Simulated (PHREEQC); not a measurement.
1 kg of water holding 0.046 mol/kgw NaCl meets 20 L of dry gas (H2 0.31, N2 0.69 by moles) at fixed total pressure, at 10 °C; fugacities by Peng-Robinson. The gases take part in no redox reaction, some water evaporates into the gas, and hydrates or a liquid gas phase aren't modelled. No solid was allowed to form.

All values are PHREEQC results (ion-association model, phreeqc.dat), not measurements.

**Question.** Predict dissolved H2 (mol/kgw), dissolved N2 (mol/kgw) at P (atm) = 2, 5, 30, 50.

**Answer.** 
```tsv
P (atm)	dissolved H2 (mol/kgw)	dissolved N2 (mol/kgw)
2	0.000537	0.00115
5	0.00134	0.00288
30	0.00792	0.0165
50	0.0130	0.0267
```

At this temperature some constants are extrapolated from 25 °C, and those without enthalpy data are left unchanged.
